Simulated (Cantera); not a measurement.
Ammonia decomposition in nitride growth gas

A perfectly stirred reactor is fed with NH3 : H2 = 1 : 13 (molar parts), at 150 Torr; it is held at 1825 K, and followed from long to short residence time.

Model: the gas-phase N/H chemistry of the illustrative SiF4/NH3 mechanism in the Surface Chemkin manual (1991), integrated in Cantera. Walls and surfaces, which speed up NH3 decomposition in real reactors, are not modelled.

```json
[
 {"τ (s)": "0.45", "x NH3": "0.0589", "x H2": "0.935", "x N2H2": "7.61e-8", "x N": "1.43e-7", "x NH": "1.61e-6", "x NH2": "7.53e-5"},
 {"τ (s)": "0.14", "x NH3": "0.0671", "x H2": "0.930", "x N2H2": "8.47e-8", "x N": "1.35e-7", "x NH": "1.61e-6", "x NH2": "8.05e-5"},
 {"τ (s)": "0.045", "x NH3": "0.0702", "x H2": "0.929", "x N2H2": "7.50e-8", "x N": "1.09e-7", "x NH": "1.42e-6", "x NH2": "7.73e-5"},
 {"τ (s)": "0.014", "x NH3": "0.0712", "x H2": "0.928", "x N2H2": "4.07e-8", "x N": "5.13e-8", "x NH": "8.63e-7", "x NH2": "6.06e-5"},
 {"τ (s)": "0.0046", "x NH3": "0.0714", "x H2": "0.928", "x N2H2": "7.52e-9", "x N": "6.25e-9", "x NH": "2.12e-7", "x NH2": "3.00e-5"},
 {"τ (s)": "0.0015", "x NH3": "0.0714", "x H2": "0.929", "x N2H2": "6.89e-10", "x N": "2.60e-10", "x NH": "2.54e-8", "x NH2": "1.04e-5"},
 {"τ (s)": "0.00046", "x NH3": "0.0714", "x H2": "0.929", "x N2H2": "5.73e-11", "x N": "7.59e-12", "x NH": "2.41e-9", "x NH2": "3.21e-6"},
 {"τ (s)": "0.00015", "x NH3": "0.0714", "x H2": "0.929", "x N2H2": "5.72e-12", "x N": "<1e-12", "x NH": "2.57e-10", "x NH2": "1.05e-6"}
]
```
x: mole fraction; the columns are a selection and need not sum to one.
